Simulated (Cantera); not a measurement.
## Hydrocarbon pyrolysis for carbon deposition

An isothermal, constant-pressure homogeneous reactor starts with 22.7 % C₃H₈, 77.3 % H₂, at 1173 K and 0.0263 atm.

Model: GRI-Mech 3.0 (53 species, 325 reactions), integrated in Cantera. GRI-Mech 3.0 was tuned for natural gas; its chemistry of propane as a main component is partial and can be far from experiment. GRI-Mech 3.0 stops at C3 and has no aromatics, soot or wall deposition, so with more carbon than oxygen in the feed, carbon stays in small species such as C2H2 where larger ones or solid carbon would form. Radical loss at walls, strong at low pressure, is not modelled.

```tsv
t (s)	x C₃H₈	x H₂	x C₂H₆	x C₂H	x C₂H₂	x H	x C₂H₄
1.00e-6	0.227	0.773	2.15e-10	<1e-12	<1e-12	1.42e-9	6.25e-10
3.22e-6	0.227	0.773	2.22e-9	<1e-12	<1e-12	1.21e-8	7.36e-9
1.04e-5	0.227	0.773	2.26e-8	<1e-12	<1e-12	7.58e-8	1.15e-7
3.34e-5	0.227	0.773	2.22e-7	<1e-12	<1e-12	3.17e-7	1.80e-6
0.000107	0.227	0.773	1.95e-6	<1e-12	7.11e-12	1.08e-6	2.12e-5
0.000346	0.227	0.773	1.33e-5	<1e-12	1.13e-9	3.45e-6	0.000209
0.00111	0.225	0.771	7.73e-5	<1e-12	1.24e-7	9.93e-6	0.00187
0.00359	0.211	0.763	0.000538	<1e-12	6.57e-6	1.74e-5	0.0126
0.0116	0.167	0.736	0.00205	<1e-12	0.000114	1.90e-5	0.0484
0.0372	0.0766	0.682	0.00393	5.05e-12	0.00113	2.20e-5	0.121
0.120	0.00724	0.641	0.00240	2.39e-11	0.00639	1.73e-5	0.173
0.386	0.000299	0.639	0.00106	1.48e-11	0.0137	4.98e-6	0.170
1.24	7.30e-6	0.641	0.000662	1.01e-11	0.0212	2.22e-6	0.162
4.00	1.11e-6	0.646	0.000513	1.48e-11	0.0357	1.93e-6	0.145
```
x: mole fraction; the columns are a selection and need not sum to one.

Equilibrium at this temperature and pressure: C₃H₈ 9.17e-8, H₂ 0.589, C₂H₆ 9.16e-5, C₂H 1.25e-11, C₂H₂ 0.0949, H 5.58e-7, C₂H₄ 0.0276 (gas phase only).
